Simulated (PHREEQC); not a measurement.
Consider water at 20 °C with 0.98 mmol/kgw CaCl2, 170 mmol/kgw Na2SO4 and 0.13 mmol/kgw H4SiO4. Closed to the air; pH follows from the charge balance.

Model: ion-association model, phreeqc.dat, run in PHREEQC.

| quantity | before | after |
|---|---|---|
| pH | 7.05 | 3.82 |
| ionic strength (mol/kgw) | 0.427 | 0.427 |
| SO4-2 (mol/kgw) | 0.128 | 0.127 |
| CaSO4 (mol/kgw) | 0.000531 | 0.000530 |
| Ca+2 (mol/kgw) | 0.000449 | 0.000449 |
| HSO4- (mol/kgw) | 3.00e-7 | 0.000505 |
| SI of Quartz (SiO2) | +0.22 | +0.22 |
| SI of Gypsum (CaSO4:2H2O) | -0.89 | -0.89 |

**Question.** What was changed between the two runs?
A) H4SiO4 replaced by Na2SiF6 at the same molality
B) H4SiO4 replaced by K2SiO3 at the same molality
C) Na2SO4 replaced by H2SO4 at the same molality
D) diluted 100-fold with water
E) H4SiO4 replaced by H2SiF6 at the same molality

**Answer.** E, H4SiO4 replaced by H2SiF6 at the same molality

No solid was allowed to form. Some of these states are supersaturated (in Quartz (slow to form), for instance). SiF6-2 is the database's only silicon fluoride.
